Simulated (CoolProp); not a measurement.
R407C at 298.15 K and 2.03 MPa is throttled through a valve to 0.561 MPa with no heat exchange. Each further row changes one setting.

The numbers come from the reference Helmholtz-energy equation of state, Lemmon 2003 in CoolProp. It is a pseudo-pure fit of the blend.

| case | temperature change (K) | final phase | final density (kg/m³) |
|---|---|---|---|
| as stated | -24.3 | … | … |
| outlet pressure 0.168 MPa | -55.2 | two-phase, vapour fraction 0.338 | 21.9 |
| outlet pressure 0.729 MPa | -16.3 | two-phase, vapour fraction 0.124 | … |

### Question
What belongs in the gaps?

### Answer

- as stated, final phase: two-phase, vapour fraction 0.175
- as stated, final density (kg/m³): 125
- outlet pressure 0.729 MPa, final density (kg/m³): 212
